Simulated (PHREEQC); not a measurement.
Solution (14 °C): 0.011 mol MgSO4 per kg of water. Closed to the air; pH follows from the charge balance.

Equilibrium calculation in PHREEQC: ion-association model, phreeqc.dat.

Each row changes one thing in this solution. Precipitation was switched off in this run.

```csv
case,pH,ionic strength (mol/kgw),Mg+2 (mol/kgw),SO4-2 (mol/kgw),MgSO4 (mol/kgw),MgOH+ (mol/kgw)
as made,7.06,0.0316,0.00789,0.00789,0.00311,7.47e-8
diluted 2-fold with water,7.10,0.0172,0.00430,0.00430,0.00120,4.83e-8
temperature from 14 to 80 °C,6.17,0.0201,0.00503,0.00503,0.00597,___
temperature from 14 to 75 °C,6.22,0.0208,0.00520,0.00520,___,9.69e-7
0.0009 mol/kgw H3PO4 added,___,0.0321,0.00788,0.00776,0.00303,___
```

Task: What belongs in the gaps?

Result: 
- temperature from 14 to 80 °C, MgOH+ (mol/kgw): 1.17e-6
- temperature from 14 to 75 °C, MgSO4 (mol/kgw): 0.00580
- 0.0009 mol/kgw H3PO4 added, pH: 3.25
- 0.0009 mol/kgw H3PO4 added, MgOH+ (mol/kgw): 1.14e-11

Complexes and solids missing from the database can't appear. Away from 25 °C the constants follow the database's enthalpies or fits; those with neither stay at their 25 °C values.
